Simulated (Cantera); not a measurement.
Premixed flame

A freely propagating, adiabatic, planar premixed flame of H2 : O2 : N2 = 1 : 0.562 : 1.8 (molar parts), equivalence ratio 0.89, unburnt at 625 K and 43000 Pa; multicomponent+Soret transport, grid criteria slope 0.08 and curve 0.16, no radiation.

Model: the H2/O2 subset of GRI-Mech 3.0, which has no nitrogen chemistry, integrated in Cantera. Burning velocities carry a grid error of a few per cent, more on coarse grids.

```json
[
 {"z (mm)": "-4.01", "T (K)": "625", "u (m/s)": "7.47", "x H2": "0.297", "x O2": "0.167", "x H2O2": "<1e-8", "x HO2": "<1e-8", "x O": "<1e-8", "x H2O": "<1e-8"},
 {"z (mm)": "-2.67", "T (K)": "625", "u (m/s)": "7.47", "x H2": "0.297", "x O2": "0.167", "x H2O2": "<1e-8", "x HO2": "<1e-8", "x O": "<1e-8", "x H2O": "<1e-8"},
 {"z (mm)": "-2.00", "T (K)": "625", "u (m/s)": "7.47", "x H2": "0.297", "x O2": "0.167", "x H2O2": "<1e-8", "x HO2": "<1e-8", "x O": "<1e-8", "x H2O": "<1e-8"},
 {"z (mm)": "-1.34", "T (K)": "625", "u (m/s)": "7.47", "x H2": "0.297", "x O2": "0.167", "x H2O2": "<1e-8", "x HO2": "5.50e-7", "x O": "<1e-8", "x H2O": "4.58e-8"},
 {"z (mm)": "-0.668", "T (K)": "635", "u (m/s)": "7.54", "x H2": "0.293", "x O2": "0.168", "x H2O2": "1.45e-6", "x HO2": "0.000136", "x O": "9.37e-6", "x H2O": "0.000577"},
 {"z (mm)": "-0.334", "T (K)": "794", "u (m/s)": "9.22", "x H2": "0.259", "x O2": "0.165", "x H2O2": "4.25e-6", "x HO2": "0.000103", "x O": "0.000418", "x H2O": "0.0158"},
 {"z (mm)": "0", "T (K)": "1226", "u (m/s)": "13.8", "x H2": "0.131", "x O2": "0.113", "x H2O2": "3.08e-6", "x HO2": "4.63e-5", "x O": "0.00906", "x H2O": "0.121"},
 {"z (mm)": "0.334", "T (K)": "1526", "u (m/s)": "17.0", "x H2": "0.0508", "x O2": "0.0562", "x H2O2": "2.05e-6", "x HO2": "2.03e-5", "x O": "0.0185", "x H2O": "0.216"},
 {"z (mm)": "0.668", "T (K)": "1665", "u (m/s)": "18.4", "x H2": "0.0440", "x O2": "0.0472", "x H2O2": "1.22e-6", "x HO2": "1.46e-5", "x O": "0.0191", "x H2O": "0.232"},
 {"z (mm)": "1.34", "T (K)": "1824", "u (m/s)": "20.0", "x H2": "0.0436", "x O2": "0.0430", "x H2O2": "6.42e-7", "x HO2": "1.08e-5", "x O": "0.0174", "x H2O": "0.242"},
 {"z (mm)": "2.67", "T (K)": "1994", "u (m/s)": "21.6", "x H2": "0.0414", "x O2": "0.0390", "x H2O2": "3.48e-7", "x HO2": "7.72e-6", "x O": "0.0146", "x H2O": "0.254"},
 {"z (mm)": "5.35", "T (K)": "2165", "u (m/s)": "23.1", "x H2": "0.0369", "x O2": "0.0350", "x H2O2": "2.16e-7", "x HO2": "5.38e-6", "x O": "0.0113", "x H2O": "0.269"},
 {"z (mm)": "10.7", "T (K)": "2323", "u (m/s)": "24.5", "x H2": "0.0304", "x O2": "0.0312", "x H2O2": "1.70e-7", "x HO2": "4.13e-6", "x O": "0.00793", "x H2O": "0.285"}
]
```
x: mole fraction of selected species; z is measured from the peak of heat release.

- laminar burning velocity: 747 cm/s
- thermal thickness: 1.34 mm
- peak x(H2O2): 4.44e-6
- peak x(HO2): 0.000151
- peak x(O): 0.0193
- grid points: 129
